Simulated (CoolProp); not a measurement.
Vapour-liquid equilibrium of n-hexane (1) + cyclohexane (2) at 0.962 MPa; x and y are mole fractions of (1).

Values from CoolProp's multi-fluid Helmholtz-energy mixture model, Thol 2019 and Zhou 2014; pair parameters Bell 2016.

| x | bubble temperature (K) | y at the bubble point | dew temperature at overall composition x (K) | liquid density (mol/L) |
|---|---|---|---|---|
| 0.05 | 451.7 | 0.065 | 452.0 | 7.125 |
| 0.15 | 449.5 | 0.187 | 450.2 | 6.973 |
| 0.25 | 447.5 | 0.300 | 448.4 | ? |
| 0.35 | 445.6 | 0.406 | 446.6 | 6.681 |
| 0.45 | ? | 0.507 | 444.9 | 6.540 |
| 0.55 | ? | 0.603 | 443.2 | 6.402 |
| 0.65 | 440.8 | 0.696 | 441.6 | 6.268 |
| 0.75 | 439.4 | 0.786 | 439.9 | 6.138 |
| 0.85 | 438.0 | 0.873 | 438.4 | 6.011 |
| 0.95 | 436.7 | 0.958 | 436.8 | 5.887 |

What belongs in the gaps?


- 0.25, liquid density (mol/L): 6.825
- 0.45, bubble temperature (K): 443.9
- 0.55, bubble temperature (K): 442.3

No azeotrope shows between x = 0.05 and 0.95.

Pair parameters are fitted to limited data, so mixtures are less certain than the pure fluids.
